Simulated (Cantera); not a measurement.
A perfectly stirred reactor is fed with 2.74 % CH4, 3.29 % C2H6, 0.269 % C3H8, 19.7 % O2, 74.0 % N2, equivalence ratio 0.93, at 100000 Pa; it is adiabatic with a 598 K inlet, and is followed from long to short residence time, starting on the burning branch (τ in s: 0.023, 0.01, 0.0046, 0.0021, 0.00094, 0.00042, 0.00019, 8.6e-05, 3.9e-05).

Model: GRI-Mech 3.0 (53 species, 325 reactions), integrated in Cantera.

Q: Predict: blow-out, bracketed by the residence times tried; x(CH4) at τ = 23.0 ms; x(C2H6) at τ = 23.0 ms; x(C3H8) at τ = 23.0 ms; x(NO) at τ = 23.0 ms; x(HCN) at τ = 23.0 ms; x(CH4) at τ = 0.940 ms; x(C2H6) at τ = 0.940 ms; x(C3H8) at τ = 0.940 ms; x(NO) at τ = 0.940 ms; x(HCN) at τ = 0.940 ms.

A: blow-out, bracketed by the residence times tried: burning at 86.0 µs, out at 39.0 µs
x(CH4) at τ = 23.0 ms: 2.30e-6
x(C2H6) at τ = 23.0 ms: 3.33e-7
x(C3H8) at τ = 23.0 ms: 3.16e-8
x(NO) at τ = 23.0 ms: 0.00159
x(HCN) at τ = 23.0 ms: 3.78e-7
x(CH4) at τ = 0.940 ms: 2.58e-5
x(C2H6) at τ = 0.940 ms: 6.74e-6
x(C3H8) at τ = 0.940 ms: 4.78e-7
x(NO) at τ = 0.940 ms: 0.000188
x(HCN) at τ = 0.940 ms: 5.58e-7
